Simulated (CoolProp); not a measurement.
Water along the isobar 6.96 MPa: density (kg/m³) from the reference equation and from simpler models built on Tc = 647.1 K, pc = 22.06 MPa, ω = 0.344; each cubic takes its own stable root.

The numbers come from the reference Helmholtz-energy equation of state, Wagner 2002 in CoolProp.

```tsv
T (K)	phase	reference	van der Waals	Redlich-Kwong	Soave-Redlich-Kwong	Peng-Robinson
533.1	liquid	786.6	34.35	518.1	555.7	630.6
540	liquid	775.1	33.64	35.62	545.3	618.9
546.9	liquid	762.9	32.97	34.73	534.4	606.5
553.7	liquid	750.1	32.35	33.92	522.9	593.6
560.6	gas	35.87	31.74	33.15	33.96	34.54
567.5	gas	34.57	31.16	32.43	33.11	33.67
574.3	gas	33.46	30.62	31.76	32.34	32.87
581.2	gas	32.48	30.09	31.12	31.60	32.11
588.1	gas	31.60	29.58	30.51	30.91	31.40
594.9	gas	30.82	29.10	29.95	30.27	30.74
601.8	gas	30.09	28.64	29.40	29.67	30.11
608.7	gas	29.42	28.19	28.88	29.09	29.52
```

At some of these states van der Waals, Redlich-Kwong gives the other phase, because its saturation line lies elsewhere.
